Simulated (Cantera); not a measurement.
## Formation from one mole of O2

Source: NASA polynomial tables (part measured, part estimated), evaluated in Cantera. Values are per mole of reaction as written; species without (g) are pure solids or liquids, kept so even where they would boil at 1 bar.

2 Si + O2(g) = 2 SiO(g)

```
T (K)  ΔH° (kJ)  ΔS° (J/K)  ΔG° (kJ)  log10 K
-----  --------  ---------  --------  -------
1298     -216.1      159.3    -422.9    17.02
1348     -217.0      158.6    -430.8    16.69
1398     -217.9      157.9    -438.7    16.39
1448     -218.9      157.2    -446.6    16.11
1498     -219.9      156.6    -454.4    15.85
1548     -220.9      155.9    -462.3    15.60
```

Zr + O2(g) = ZrO2(g)

```csv
T (K),ΔH° (kJ),ΔS° (J/K),ΔG° (kJ),log10 K
1298,-297.8,15.4,-317.8,12.79
1348,-298.2,15.1,-318.6,12.35
1398,-298.7,14.8,-319.3,11.93
1448,-299.1,14.5,-320.1,11.55
1498,-299.5,14.2,-320.8,11.19
1548,-300.0,13.9,-321.5,10.85
```

Nb + O2(g) = NbO2

| T (K) | ΔH° (kJ) | ΔS° (J/K) | ΔG° (kJ) | log10 K |
|---|---|---|---|---|
| 1298 | -773.9 | -162.1 | -563.6 | 22.68 |
| 1348 | -773.0 | -161.4 | -555.5 | 21.52 |
| 1398 | -772.1 | -160.7 | -547.4 | 20.45 |
| 1448 | -771.3 | -160.1 | -539.4 | 19.46 |
| 1498 | -770.5 | -159.6 | -531.4 | 18.53 |
| 1548 | -769.7 | -159.0 | -523.4 | 17.66 |

Nb + O2(g) = NbO2(g)

```json
[
 {"T (K)": "1298", "ΔH° (kJ)": "-207.2", "ΔS° (J/K)": "20.5", "ΔG° (kJ)": "-233.8", "log10 K": "9.41"},
 {"T (K)": "1348", "ΔH° (kJ)": "-207.6", "ΔS° (J/K)": "20.2", "ΔG° (kJ)": "-234.9", "log10 K": "9.10"},
 {"T (K)": "1398", "ΔH° (kJ)": "-208.1", "ΔS° (J/K)": "19.9", "ΔG° (kJ)": "-235.9", "log10 K": "8.81"},
 {"T (K)": "1448", "ΔH° (kJ)": "-208.5", "ΔS° (J/K)": "19.6", "ΔG° (kJ)": "-236.8", "log10 K": "8.54"},
 {"T (K)": "1498", "ΔH° (kJ)": "-209.0", "ΔS° (J/K)": "19.2", "ΔG° (kJ)": "-237.8", "log10 K": "8.29"},
 {"T (K)": "1548", "ΔH° (kJ)": "-209.5", "ΔS° (J/K)": "18.9", "ΔG° (kJ)": "-238.8", "log10 K": "8.06"}
]
```
